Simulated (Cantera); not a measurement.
A closed system holds: 1 mol KCl, 0.22 mol H2, equilibrated at 39.0 Pa.

Method: chemical equilibrium by Gibbs-energy minimisation in Cantera with the NASA 1993 tables (ideal gas, pure condensed phases). Candidate condensed phases: K, KCl; 10 gas species. Kinetics and transport are ignored.

log p: log10 of the partial pressure in bar; nothing condenses.

| T (°C) | log p KCl | log p H2 | log p K2Cl2 | log p K | log p HCl | log p H | log p Cl |
|---|---|---|---|---|---|---|---|
| 775 | -3.62 | -4.09 | -4.18 | -7.00 | -7.00 | -10.15 | -13.11 |
| 875 | -3.52 | -4.14 | -4.78 | -6.51 | -6.51 | -9.21 | -11.64 |
| 975 | -3.50 | -4.15 | -5.41 | -6.12 | -6.12 | -8.41 | -10.44 |
| 1075 | -3.50 | -4.16 | … | … | … | … | … |
| 1175 | -3.50 | -4.16 | -6.45 | -5.52 | -5.52 | -7.12 | -8.56 |
| 1275 | -3.51 | -4.17 | -6.88 | -5.28 | -5.28 | -6.60 | -7.80 |
| 1375 | -3.51 | -4.19 | -7.26 | -5.07 | -5.07 | -6.14 | -7.13 |
| 1475 | -3.52 | -4.21 | -7.60 | -4.88 | -4.89 | -5.75 | -6.54 |
| 1575 | -3.54 | -4.24 | -7.92 | -4.72 | -4.74 | -5.40 | -6.02 |
| 1675 | -3.56 | -4.29 | … | … | … | … | … |
| 1775 | -3.58 | -4.36 | -8.50 | -4.45 | -4.55 | -4.83 | -5.14 |
| 1875 | -3.63 | -4.46 | -8.80 | -4.33 | -4.51 | -4.61 | -4.79 |

### Question
Complete the blanks.

### Answer

- 1675, log p K2Cl2: -8.22
- 1675, log p K: -4.58
- 1675, log p HCl: -4.63
- 1675, log p H: -5.09
- 1675, log p Cl: -5.55
- 1075, log p K2Cl2: -5.96
- 1075, log p K: -5.80
- 1075, log p HCl: -5.80
- 1075, log p H: -7.71
- 1075, log p Cl: -9.43
